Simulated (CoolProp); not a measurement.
Properties of ethanol at several states (Tc = 514.7 K, pc = 6268 kPa, ω = 0.644).

The numbers come from the reference Helmholtz-energy equation of state, Schroeder 2014 in CoolProp.

```
T (K)  p (kPa)          phase  density (kg/m³)  cp (kJ/(kg K))  Prandtl number  fugacity coefficient
-----  -------  -------------  ---------------  --------------  --------------  --------------------
548.1    24400  supercritical              [?]             [?]            2.45                0.3650
390.3     73.1            gas            1.052           1.780             [?]                0.9865
603.1      349            gas            3.231             [?]           0.813                0.9923
191.7     3840         liquid            879.0           1.941             198              9.671e-8
```

Problem. What belongs in the gaps?

Solution. 
- 548.1, density (kg/m³): 513.2
- 548.1, cp (kJ/(kg K)): 4.523
- 390.3, Prandtl number: 0.828
- 603.1, cp (kJ/(kg K)): 2.383

Viscosity comes from a separate model (Kiselev 2005). Thermal conductivity comes from a separate model (Assael 2013).
